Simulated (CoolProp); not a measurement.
Computed with CoolProp (reference Helmholtz-energy equation of state, Setzmann 1991).

Question: For methane, give the phase and the density (kg/m³), cp (kJ/(kg K)), cv (kJ/(kg K)), Joule-Thomson coefficient (K/MPa) at 198.1 K and 3.29 MPa; 198.1 K and 6.57 MPa; 198.1 K and 9.03 MPa.

Answer: 
- 198.1 K and 3.29 MPa: gas; density 43.2, cp 3.41, cv 1.77, Joule-Thomson coefficient 10.0
- 198.1 K and 6.57 MPa: supercritical; density 222, cp 10.1, cv 2.02, Joule-Thomson coefficient 2.82
- 198.1 K and 9.03 MPa: supercritical; density 264, cp 5.61, cv 1.89, Joule-Thomson coefficient 1.15
